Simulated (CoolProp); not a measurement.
Methane at 470.19 K and 2.04 MPa flows at 3.4 m/s in a round tube of 10 mm bore and 45 µm roughness, fully developed (64/Re and Nu = 3.66 if laminar; Colebrook and Gnielinski if turbulent). Each further row changes one setting.

Values from CoolProp's reference Helmholtz-energy equation of state, Setzmann 1991.

```csv
case,Reynolds number,Darcy friction factor,pressure drop (Pa/m),heat-transfer coefficient (W/(m² K)),mass flow (kg/h)
as stated,17400,0.0343,166,386,8.06
velocity 6.8 m/s,34800,0.0321,623,…,16.1
diameter 20 mm,34800,…,68.1,320,…
```

Task: Complete the blanks.

Result: 
- velocity 6.8 m/s, heat-transfer coefficient (W/(m² K)): 741
- diameter 20 mm, Darcy friction factor: 0.0281
- diameter 20 mm, mass flow (kg/h): 32.3

Viscosity comes from a separate model (Quiñones-Cisneros 2006). Thermal conductivity comes from a separate model (Friend 1989).
